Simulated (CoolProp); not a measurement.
A simple Rankine cycle with R114: condensing at 314.15 K, boiler at 1.83 MPa, turbine inlet 426.3 K, turbine efficiency 0.9, pump efficiency 0.8, no recuperator. Each further row changes one setting.

Model: reference Helmholtz-energy equation of state, Platzer 1990, in CoolProp. This equation is an older, rougher fit; its heat capacities, sound speeds and derivatives of the liquid may be far off and weren't checked against measurements.

| case | thermal efficiency (%) | net work (kJ/kg) | heat in (kJ/kg) | turbine exit temperature (K) | volume ratio over the turbine |
|---|---|---|---|---|---|
| as stated | 12.5 | 24.3 | 196 | 378.9 | 5.60 |
| turbine inlet 446.3 K | 12.3 | 26.3 | 214 | 399.5 | 5.43 |
| condensing temperature 306.15 K | 13.7 | 28.0 | 204 | 373.4 | 7.04 |
| boiler pressure 1.28 MPa | 10.1 | 20.4 | 201 | 391.2 | 3.73 |
| turbine efficiency 0.8 | 11.0 | 21.5 | 196 | 382.5 | 5.66 |
